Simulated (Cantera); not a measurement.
A Cantera script and what it prints.

```python
import numpy as np
import cantera as ct

gas_names = """
    CL CL2 H HCL H2 N NH NH2 NH3 N2 N2H2 N2H4 Pb PbCL PbCL2 PbCL4 Pb2
""".split()
cond_names = """
    NH4CL(a) NH4CL(b) Pb(cr) Pb(L) PbCL2(s) PbCL2(L)
""".split()


# ... load() reads the species with a 1 bar reference pressure and builds the phases ...
atoms = {
    'PbCl2': {'Pb': 1, 'CL': 2},
    'HCl': {'H': 1, 'CL': 1},
    'N2': {'N': 2},
}
top_T = {}  # K; cautious upper limits of use, not melting points


# ... equilibrate(T, P, feed) seeds the gas with the atoms and calls Mixture.equilibrate('TP', solver="vcs", rtol=1e-11, max_steps=5000) ...
results = []
feed = {'PbCl2': 1, 'HCl': 0.091, 'N2': 260}  # mol
P = 0.52  # Pa
for T in [898, 998, 1098, 1198, 1298, 1398, 1498, 1598, 1698, 1798, 1898, 1998, 2098, 2198]:
    mix = equilibrate(T, P, feed)
    results.append((T, P, feed, dict(zip(mix.species_names, mix.species_moles))))

top = {s: max(r[3][s] / sum(r[3][g] for g in gas_names) for r in results) for s in gas_names}
cols = sorted((s for s in top if top[s] > 0.001), key=lambda s: -top[s])[:8]
seen = [c for c in cond_names if any(r[3].get(c, 0) > 1e-12 for r in results)]
print("log10 of partial pressures in bar; condensed amounts in mol")
print(f"{'T/K':>10s}" + "".join(f"{s[:9]:>10s}" for s in cols + seen))
for T, P, feed, n in results:
    ng = sum(n[g] for g in gas_names)
    print(f"{T:10.4g}" + "".join(f"{np.log10(max(n[s] / ng * P / 1e5, 1e-99)):10.3f}" for s in cols)
          + "".join(f"{n.get(c, 0):10.4g}" for c in seen))
```

It prints:

```
log10 of partial pressures in bar; condensed amounts in mol
       T/K        N2        CL        Pb     PbCL2      PbCL
       898    -5.286   -11.645   -10.057    -7.812    -8.540
       998    -5.286    -9.843   -10.063    -7.814    -8.524
      1098    -5.286    -8.517    -9.784    -7.830    -8.377
      1198    -5.287    -7.892    -8.821    -8.073    -8.005
      1298    -5.288    -7.580    -8.091    -8.801    -7.994
      1398    -5.289    -7.446    -7.793   -10.021    -8.447
      1498    -5.289    -7.412    -7.722   -11.429    -9.109
      1598    -5.289    -7.404    -7.708   -12.757    -9.760
      1698    -5.289    -7.398    -7.705   -13.940   -10.346
      1798    -5.289    -7.390    -7.705   -14.989   -10.867
      1898    -5.289    -7.385    -7.704   -15.936   -11.337
      1998    -5.289    -7.384    -7.704   -16.794   -11.764
      2098    -5.289    -7.384    -7.704   -17.573   -12.152
      2198    -5.289    -7.384    -7.704   -18.283   -12.505
```

Cantera equilibrium calculation (NASA polynomials, part measured and part estimated; ideal gas, pure solids and liquids). The tables' values for PbCl4 are old estimates; treat these amounts as uncertain.
